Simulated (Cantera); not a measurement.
Input (Python, Cantera):

```python
import numpy as np
import cantera as ct

gas = ct.Solution("gri30.yaml")
gas.TPX = 575, 19000, {'CH4': 1, 'H2': 0.063, 'O2': 1.35, 'N2': 5.09, 'H2O': 1.1, 'CO2': 0.038}
flame = ct.FreeFlame(gas, width=0.13)
flame.set_refine_criteria(ratio=3, slope=0.08, curve=0.16)
flame.transport_model = "mixture-averaged"
flame.solve(loglevel=0, auto=True)
z, T = flame.grid, flame.T
thick = (T[-1] - T[0]) / np.gradient(T, z).max()
show = ['CH4', 'H2', 'O2', 'NO', 'OH', 'C2H']
print(f"laminar burning velocity  {flame.velocity[0] * 100:.3f} cm/s")
print(f"burnt temperature         {T[-1]:.1f} K")
print(f"thermal thickness         {thick * 1e3:.4f} mm")
print(f"grid points               {len(z)}")
z0 = z[flame.heat_release_rate.argmax()]
print(f"{'z/mm':>9s}{'T/K':>9s}{'u/(m/s)':>9s}" + "".join(f"{s:>11s}" for s in show))
rows = []
for k in (-3, -2, -1.5, -1, -0.5, -0.25, 0, 0.25, 0.5, 1, 2, 4, 8):
    zz = z0 + k * thick
    rows.append([k * thick, np.interp(zz, z, T), np.interp(zz, z, flame.velocity),
                 *(np.interp(zz, z, flame.X[gas.species_index(s)]) for s in show)])
    print(f"{rows[-1][0] * 1e3:9.3f}{rows[-1][1]:9.1f}{rows[-1][2]:9.3f}" + "".join(f"{x:11.3e}" for x in rows[-1][3:]))
```

It prints:

```
laminar burning velocity  48.180 cm/s
burnt temperature         1891.3 K
thermal thickness         3.5784 mm
grid points               133
     z/mm      T/K  u/(m/s)        CH4         H2         O2         NO         OH        C2H
  -10.735    576.4    0.485  1.150e-01  1.264e-02  1.553e-01  1.133e-09  1.538e-11  8.964e-23
   -7.157    582.0    0.493  1.137e-01  1.896e-02  1.541e-01  6.400e-09  2.994e-10  7.850e-21
   -5.368    601.2    0.513  1.114e-01  2.626e-02  1.519e-01  2.921e-08  5.296e-09  1.127e-18
   -3.578    695.4    0.602  1.031e-01  3.885e-02  1.438e-01  2.118e-07  1.770e-07  1.862e-15
   -1.789   1059.8    0.938  7.152e-02  5.728e-02  1.089e-01  1.467e-06  5.958e-06  4.048e-11
   -0.895   1373.2    1.233  4.153e-02  6.714e-02  7.169e-02  3.016e-06  6.507e-05  7.009e-09
    0.000   1658.3    1.506  1.354e-02  7.434e-02  3.118e-02  5.636e-06  3.967e-04  2.452e-07
    0.895   1800.1    1.640  2.708e-03  7.709e-02  9.148e-03  9.801e-06  8.768e-04  6.955e-07
    1.789   1846.2    1.680  5.935e-04  7.885e-02  2.380e-03  1.458e-05  1.050e-03  5.092e-07
    3.578   1867.7    1.696  6.104e-05  8.168e-02  2.119e-04  2.226e-05  1.015e-03  1.468e-07
    7.157   1875.4    1.700  4.471e-06  8.356e-02  4.410e-05  3.117e-05  9.088e-04  1.686e-08
   14.313   1880.1    1.703  1.550e-07  8.406e-02  3.209e-05  3.939e-05  7.977e-04  5.098e-10
   28.627   1885.6    1.708  1.855e-09  8.424e-02  2.108e-05  4.432e-05  6.516e-04  4.276e-12
```

Model: GRI-Mech 3.0 (53 species, 325 reactions), integrated in Cantera. Burning velocities carry a grid error of a few per cent, more on coarse grids.
